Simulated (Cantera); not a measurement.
Feed: 1 mol Zr, 17 mol N₂O, held at 0.170 bar.

Equilibrium computed with Cantera from the NASA thermochemical tables; the gas is ideal and each condensed phase is pure. Candidate condensed phases: Zr, ZrN, ZrO₂; 13 gas species. Rates play no part.

x: gas mole fraction; n: condensed amount in mol.

```json
[
 {"T (K)": "1198", "x N₂": "0.694", "x O₂": "0.306", "x NO": "0.000218", "x O": "3.22e-8", "x NO₂": "___", "x N₂O": "5.93e-9", "n ZrO₂(monoclinic)": "1.00", "n ZrO₂(tetragonal)": "0"},
 {"T (K)": "1273", "x N₂": "0.694", "x O₂": "0.306", "x NO": "0.000375", "x O": "1.44e-7", "x NO₂": "___", "x N₂O": "9.75e-9", "n ZrO₂(monoclinic)": "1.00", "n ZrO₂(tetragonal)": "0"},
 {"T (K)": "1348", "x N₂": "0.694", "x O₂": "0.306", "x NO": "0.000606", "x O": "5.47e-7", "x NO₂": "___", "x N₂O": "1.52e-8", "n ZrO₂(monoclinic)": "1.00", "n ZrO₂(tetragonal)": "0"},
 {"T (K)": "1423", "x N₂": "0.693", "x O₂": "0.306", "x NO": "0.000931", "x O": "1.81e-6", "x NO₂": "___", "x N₂O": "2.27e-8", "n ZrO₂(monoclinic)": "1.00", "n ZrO₂(tetragonal)": "0"},
 {"T (K)": "1498", "x N₂": "0.693", "x O₂": "0.305", "x NO": "0.00137", "x O": "5.29e-6", "x NO₂": "___", "x N₂O": "3.26e-8", "n ZrO₂(monoclinic)": "0", "n ZrO₂(tetragonal)": "1.00"},
 {"T (K)": "1573", "x N₂": "0.693", "x O₂": "0.305", "x NO": "0.00194", "x O": "1.40e-5", "x NO₂": "___", "x N₂O": "4.52e-8", "n ZrO₂(monoclinic)": "0", "n ZrO₂(tetragonal)": "1.00"},
 {"T (K)": "1648", "x N₂": "0.693", "x O₂": "0.305", "x NO": "0.00267", "x O": "3.39e-5", "x NO₂": "___", "x N₂O": "6.10e-8", "n ZrO₂(monoclinic)": "0", "n ZrO₂(tetragonal)": "1.00"},
 {"T (K)": "1723", "x N₂": "0.692", "x O₂": "0.304", "x NO": "0.00357", "x O": "7.61e-5", "x NO₂": "___", "x N₂O": "8.03e-8", "n ZrO₂(monoclinic)": "0", "n ZrO₂(tetragonal)": "1.00"},
 {"T (K)": "1798", "x N₂": "0.691", "x O₂": "0.304", "x NO": "0.00465", "x O": "0.000160", "x NO₂": "___", "x N₂O": "1.03e-7", "n ZrO₂(monoclinic)": "0", "n ZrO₂(tetragonal)": "1.00"},
 {"T (K)": "1873", "x N₂": "0.691", "x O₂": "0.303", "x NO": "0.00593", "x O": "0.000316", "x NO₂": "___", "x N₂O": "1.31e-7", "n ZrO₂(monoclinic)": "0", "n ZrO₂(tetragonal)": "1.00"},
 {"T (K)": "1948", "x N₂": "0.690", "x O₂": "0.302", "x NO": "0.00742", "x O": "0.000592", "x NO₂": "___", "x N₂O": "1.62e-7", "n ZrO₂(monoclinic)": "0", "n ZrO₂(tetragonal)": "1.00"},
 {"T (K)": "2023", "x N₂": "0.689", "x O₂": "0.301", "x NO": "0.00913", "x O": "0.00106", "x NO₂": "7.52e-6", "x N₂O": "1.98e-7", "n ZrO₂(monoclinic)": "0", "n ZrO₂(tetragonal)": "1.00"},
 {"T (K)": "2098", "x N₂": "0.688", "x O₂": "0.299", "x NO": "0.0110", "x O": "0.00182", "x NO₂": "8.07e-6", "x N₂O": "2.38e-7", "n ZrO₂(monoclinic)": "0", "n ZrO₂(tetragonal)": "1.00"},
 {"T (K)": "2173", "x N₂": "0.686", "x O₂": "0.298", "x NO": "0.0132", "x O": "0.00301", "x NO₂": "8.60e-6", "x N₂O": "2.83e-7", "n ZrO₂(monoclinic)": "0", "n ZrO₂(tetragonal)": "1.00"}
]
```

Question: Fill in the missing entries.

Answer: 
- 1198, x NO₂: 1.86e-6
- 1273, x NO₂: 2.27e-6
- 1348, x NO₂: 2.72e-6
- 1423, x NO₂: 3.19e-6
- 1498, x NO₂: 3.69e-6
- 1573, x NO₂: 4.20e-6
- 1648, x NO₂: 4.74e-6
- 1723, x NO₂: 5.28e-6
- 1798, x NO₂: 5.84e-6
- 1873, x NO₂: 6.40e-6
- 1948, x NO₂: 6.96e-6
